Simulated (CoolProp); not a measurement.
Aqueous potassium carbonate as a coolant, 36 % by mass, freezing at -28.6 °C, 1 atm.

Model: Melinder's fits for secondary coolants, in CoolProp.

| T (°C) | conductivity (W/(m K)) | Prandtl number | viscosity (mPa s) | density (kg/m³) |
|---|---|---|---|---|
| -20.3 | 0.496 | 73.8 | 13.4 | 1384 |
| -11.9 | 0.510 | 49.9 | 9.28 | 1382 |
| -3.5 | 0.524 | 35.6 | 6.76 | 1379 |
| 4.9 | 0.537 | 26.6 | 5.16 | 1375 |
| 13.3 | 0.551 | 20.6 | 4.08 | 1371 |
| 21.7 | 0.564 | 16.5 | 3.32 | 1366 |
| 30.1 | 0.577 | 13.5 | 2.76 | 1362 |
